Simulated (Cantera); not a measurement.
Mixture: CH₃OH : O₂ : N₂ : CO₂ = 1 : 1.88 : 7.05 : 2.3 (molar parts), at 10.0 bar, adiabatic and at constant volume. Ignition delay is the time to a rise of 400 K.

Detailed kinetics in Cantera: GRI-Mech 3.0 (53 species, 325 reactions). GRI-Mech 3.0 was tuned for natural gas; its chemistry of methanol as a main component is partial and can be far from experiment.

Problem. What does this change do: constant pressure in place of constant volume?

Solution. 
| quantity | before | after |
|---|---|---|
| delay at 1200 K | 1.59 ms | 1.62 ms |
| delay at 1300 K | 0.339 ms | 0.353 ms |
| delay at 1400 K | 94.2 µs | 0.101 ms |
| delay at 1500 K | 32.7 µs | 36.3 µs |
| delay at 1600 K | 13.6 µs | 15.7 µs |
| apparent activation energy between 1500 and 1600 K | 180 kJ/mol | 170 kJ/mol |
